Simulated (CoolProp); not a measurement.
Tetradecamethylhexasiloxane (MD4M) along the isobar 3.59 MPa: density (kg/m³) from the reference equation and from simpler models built on Tc = 380.0 °C, pc = 0.8286 MPa, ω = 0.800; each cubic takes its own stable root.

The numbers come from the reference Helmholtz-energy equation of state, Thol 2019 in CoolProp.

```csv
T (°C),phase,reference,van der Waals,Redlich-Kwong,Soave-Redlich-Kwong,Peng-Robinson
126.95,liquid,795.7,460.2,…,701.4,786.2
149.95,liquid,773.8,453.5,644.1,688.7,…
172.95,liquid,751.7,446.7,…,675.0,757.4
195.95,liquid,729.2,439.7,615.4,660.0,740.9
218.85,liquid,706.4,432.6,…,643.7,722.9
241.85,liquid,683.0,425.4,…,625.9,703.0
264.85,liquid,659.0,418.0,568.7,606.5,681.1
287.85,liquid,…,410.4,552.1,585.3,657.1
```

**Question.** Some entries are withheld; supply them.

**Answer.** 
- 126.95, Redlich-Kwong: 657.7
- 149.95, Peng-Robinson: 772.4
- 172.95, Redlich-Kwong: 630.0
- 218.85, Redlich-Kwong: 600.3
- 241.85, Redlich-Kwong: 584.8
- 287.85, reference: 634.3
